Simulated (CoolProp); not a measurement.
Computed with CoolProp (reference Helmholtz-energy equation of state, Thol 2017).

For octamethyltrisiloxane (MDM), give the phase and the density (kg/m³), cp (kJ/(kg K)), isothermal compressibility (1/MPa), expansivity (1/kK) at 378.8 K and 1760 kPa; 405.2 K and 1760 kPa.


- 378.8 K and 1760 kPa: liquid; density 735, cp 1.98, isothermal compressibility 0.00357, expansivity 1.46
- 405.2 K and 1760 kPa: liquid; density 706, cp 2.05, isothermal compressibility 0.00475, expansivity 1.60
